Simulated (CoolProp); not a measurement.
Vapour-liquid equilibrium of acetone (1) + p-xylene (2) at 0.714 bar; x and y are mole fractions of (1).

Values from CoolProp's multi-fluid Helmholtz-energy mixture model, Lemmon 2006 and Zhou 2012; pair parameters Bell 2016.

| x | bubble temperature, mixture model (K) | bubble temperature, Raoult's law (K) | y, mixture model | y, Raoult's law |
|---|---|---|---|---|
| 0.05 | [?] | 385.8 | 0.482 | 0.357 |
| 0.15 | [?] | 367.9 | [?] | 0.681 |
| 0.25 | 345.5 | 355.9 | 0.866 | 0.817 |
| 0.35 | [?] | 347.3 | 0.906 | 0.887 |
| 0.45 | 334.5 | 340.6 | 0.929 | 0.927 |
| 0.55 | 331.1 | 335.2 | 0.946 | 0.953 |
| 0.65 | 328.2 | 330.7 | 0.959 | 0.970 |
| 0.75 | 325.6 | 326.9 | [?] | 0.982 |
| 0.85 | 323.1 | 323.6 | 0.983 | 0.991 |
| 0.95 | 320.6 | 320.7 | [?] | 0.997 |

Task: Complete the blanks.

Result: 
- 0.05, bubble temperature, mixture model (K): 378.3
- 0.15, bubble temperature, mixture model (K): 356.3
- 0.15, y, mixture model: 0.777
- 0.35, bubble temperature, mixture model (K): 339.0
- 0.75, y, mixture model: 0.971
- 0.95, y, mixture model: 0.994

The largest gap from Raoult's law is -11.6 K in bubble temperature, at x = 0.15. No azeotrope shows between x = 0.05 and 0.95.

Pair parameters are fitted to limited data, so mixtures are less certain than the pure fluids.
